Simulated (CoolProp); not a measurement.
Methanol along the isobar 8440 kPa: Z from the reference equation and from simpler models built on Tc = 513.4 K, pc = 8216 kPa, ω = 0.565; each cubic takes its own stable root.

Computed with CoolProp (reference Helmholtz-energy equation of state, de Reuck 1993).

```csv
T (K),phase,reference
443.7,liquid,0.1158
449.5,liquid,0.1161
455.2,liquid,0.1166
461,liquid,0.1172
466.8,liquid,0.1181
472.6,liquid,0.1192
478.3,liquid,0.1206
484.1,liquid,0.1225
489.9,liquid,0.1250
495.6,liquid,0.1284
501.4,liquid,0.1335
507.2,liquid,0.1422
518.7,supercritical,0.4172
524.5,supercritical,0.4986
530.3,supercritical,0.5508
```

Q: How far does each simpler model (van der Waals, Redlich-Kwong, Peng-Robinson) lie from the reference over these 15 states: mean and median of the absolute difference, and the worst?

A: 
- van der Waals: mean 83.3 %, median 103.4 %, worst +104.2 % at 449.5 K and 8440 kPa
- Redlich-Kwong: mean 44.7 %, median 53.2 %, worst +61.6 % at 507.2 K and 8440 kPa
- Peng-Robinson: mean 23.0 %, median 24.8 %, worst +39.0 % at 507.2 K and 8440 kPa
